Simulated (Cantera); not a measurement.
A Cantera script and its output.

```python
import numpy as np
import cantera as ct

gas = ct.Solution("h2o2.yaml")


def delay(T, t_max=10):
    gas.TPX = T, 1000000, {'H2': 1, 'O2': 1.02, 'N2': 5.71, 'H2O': 0.16}
    reactor = ct.IdealGasReactor(gas, clone=False)
    net = ct.ReactorNet([reactor])
    net.rtol, net.atol = 1e-8, 1e-16
    while net.time < t_max:
        t_old, T_old = net.time, reactor.T
        net.step()
        if reactor.T > T + 400:  # ignition: a rise of 400 K
            return t_old + (T + 400 - T_old) / (reactor.T - T_old) * (net.time - t_old)
    return np.nan


taus = []
for T in [1200, 1275, 1350, 1425, 1500, 1575, 1650]:
    taus.append(delay(T))
    print(f"T0 = {T:6g} K   tau = {taus[-1]:.4e} s")

# d ln(tau) / d ln(k), from doubling and halving each rate constant
T, sens = 1500, []
for i in range(gas.n_reactions):
    gas.set_multiplier(2.0, i)
    up = delay(T)
    gas.set_multiplier(0.5, i)
    down = delay(T)
    gas.set_multiplier(1.0, i)
    sens.append((np.log(up / down) / np.log(4.0), gas.reaction(i).equation))
sens.sort(key=lambda x: -abs(x[0]))
print(f"sensitivities at {T} K")
for s, eq in sens[:10]:
    print(f"{s:8.3f}  {eq}")
```

Output:

```
T0 =   1200 K   tau = 1.5491e-04 s
T0 =   1275 K   tau = 1.4569e-05 s
T0 =   1350 K   tau = 5.3295e-06 s
T0 =   1425 K   tau = 3.2171e-06 s
T0 =   1500 K   tau = 2.2837e-06 s
T0 =   1575 K   tau = 1.7676e-06 s
T0 =   1650 K   tau = 1.4509e-06 s
sensitivities at 1500 K
  -0.740  H + O2 <=> O + OH
  -0.214  H2 + O <=> H + OH
  -0.152  H2 + OH <=> H + H2O
   0.121  H + O2 + N2 <=> HO2 + N2
  -0.054  H + HO2 <=> H2 + O2
   0.036  H + O2 + M <=> HO2 + M
  -0.034  H + HO2 <=> 2 OH
   0.030  H + O2 + H2O <=> HO2 + H2O
   0.017  H + O2 + O2 <=> HO2 + O2
  -0.006  H + OH + M <=> H2O + M
```

Detailed kinetics in Cantera: the H2/O2 subset of GRI-Mech 3.0, which has no nitrogen chemistry. The hydrogen kinetics of GRI-Mech 3.0 are dated; newer H2 mechanisms differ, most at raised pressure. Where the delays flatten at high temperature, the 400 K rule measures the pace of heat release, not the induction time.
